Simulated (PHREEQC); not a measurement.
Consider water at 20 °C with 0.011 mol KOH, 0.00016 mol H4SiO4 and 0.038 mol K3PO4 per kg of water. Closed to the air; pH follows from the charge balance.

Equilibrium calculation in PHREEQC: ion-association model, wateq4f.dat.

```csv
quantity,before,after
pH,12.30,12.15
ionic strength (mol/kgw),0.221,0.0110
H3SiO4- (mol/kgw),0.000130,0.000146
H2SiO4-2 (mol/kgw),2.96e-5,1.37e-5
H4SiO4 (mol/kgw),3.61e-7,7.40e-7
SI of Quartz (SiO2),-2.36,-2.07
```

Q: Which change was made?
A. temperature from 20 to 35 °C
B. KOH left out
C. K3PO4 left out
D. KOH from 0.011 to 0.0055 mol/kgw
E. H4SiO4 from 0.00016 to 0.0008 mol/kgw

A: C, K3PO4 left out

This is a speciation only: nothing precipitates in the calculation. H3PO4, which wateq4f.dat lacks, is added to it with the constant of phreeqc.dat.
